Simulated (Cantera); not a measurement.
## Equilibrium for abatement and gas-phase synthesis: SO₂ + N₂

Charge: 1 mol SO₂, 14 mol N₂, at 1 atm.

Cantera equilibrium calculation (NASA polynomials, part measured and part estimated; ideal gas, pure solids and liquids). Candidate condensed phases: S; 17 gas species. The numbers say what is thermodynamically allowed, not how fast it happens.

```
T (K)   x N₂   x SO₂      x SO      x NO      x O₂       x O
-----  -----  ------  --------  --------  --------  --------
1925   0.933  0.0662  0.000427  0.000166  0.000128   4.13e-6
1975   0.933  0.0661  0.000584  0.000225  0.000176   7.26e-6
2025   0.933  0.0658  0.000786  0.000301  0.000239   1.24e-5
2075   0.933  0.0656   0.00104  0.000396  0.000319   2.07e-5
2125   0.932  0.0652   0.00137  0.000514  0.000419   3.36e-5
2175   0.932  0.0648   0.00176  0.000659  0.000543   5.33e-5
2225   0.932  0.0643   0.00225  0.000835  0.000695   8.29e-5
2275   0.931  0.0637   0.00284   0.00105  0.000877  0.000126
2325   0.931  0.0629   0.00353   0.00130   0.00109  0.000188
2375   0.930  0.0620   0.00436   0.00159   0.00135  0.000277
```
x: gas mole fraction; nothing condenses.

From 1925 K to 2375 K nothing is condensed.
